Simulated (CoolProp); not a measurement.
Vapour pressure (MPa) of ethylene: the reference equation beside estimates from Tc = 282.4 K, pc = 5.042 MPa, ω = 0.087. Clausius-Clapeyron is anchored at 176.1 K with a constant enthalpy of vaporisation of 13.25 kJ/mol.

Values from CoolProp's reference Helmholtz-energy equation of state, Smukala 2000.

```
T (K)  reference  Lee-Kesler  Clausius-Clapeyron  van der Waals  Redlich-Kwong  Soave-Redlich-Kwong  Peng-Robinson
-----  ---------  ----------  ------------------  -------------  -------------  -------------------  -------------
176.1     0.1480      0.1472              0.1480         0.5457         0.1533                  [?]         0.1494
182.3     0.2044      0.2036              0.2014         0.6604         0.2143               0.2032         0.2056
188.5     0.2757      0.2751              0.2685         0.7901         0.2917               0.2747         0.2765
194.7     0.3642      0.3640              0.3515         0.9357         0.3879                  [?]         0.3647
200.9     0.4725      0.4727              0.4525          1.098         0.5052               0.4729         0.4726
207.1     0.6030      0.6036              0.5739          1.277         0.6461                  [?]         0.6026
213.3     0.7581      0.7591              0.7178          1.475         0.8129               0.7618         0.7576
219.6     0.9438      0.9449              0.8894          1.694          1.011                  [?]         0.9433
225.8      1.157       1.158               1.086          1.930          1.237                1.167          1.157
232        1.403       1.403               1.311          2.185          1.495                1.417            [?]
238.2      1.684       1.684               1.568          2.460          1.788                1.703          1.687
```

Task: Complete the blanks.

Result: 
- 176.1, Soave-Redlich-Kwong: 0.1469
- 194.7, Soave-Redlich-Kwong: 0.3637
- 207.1, Soave-Redlich-Kwong: 0.6047
- 219.6, Soave-Redlich-Kwong: 0.9502
- 232, Peng-Robinson: 1.404

Absolute difference from the reference over all 11 rows, mean and median: Lee-Kesler 0.2 and 0.1 %, Clausius-Clapeyron 4.3 and 4.8 %, van der Waals 129.3 and 111.8 %, Redlich-Kwong 6.3 and 6.6 %, Soave-Redlich-Kwong 0.6 and 0.6 %, Peng-Robinson 0.2 and 0.1 %.
